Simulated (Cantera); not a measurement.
**Equilibrium for calcination and drying: MgCO3 + C + H2O**

Feed: 1 mol MgCO3, 0.047 mol C, 0.24 mol H2O, held at 2198.15 K and 60.8 Torr.

These are equilibrium values from Cantera (NASA tables, ideal gas, pure condensed phases), not measurements of a reactor. Candidate condensed phases: C, C6H6, C7H8, C8H18, H2O, Mg, MgCO3, MgO, Mg(OH)2; 116 gas species. The numbers say what is thermodynamically allowed, not how fast it happens.

x(CO2): 0.688
x(H2O): 0.173
x(CO): 0.106
x(O2): 0.0182
x(OH): 0.00662
x(H2): 0.00508
x(H): 0.00140
x(O): 0.00127
x(Mg): 7.18e-5
n(MgO(s)): 1.000 mol
gas amount: 1.318 mol
log10 activity of Mg(l) (absent): -7.03
log10 activity of C(graphite) (absent): -7.84
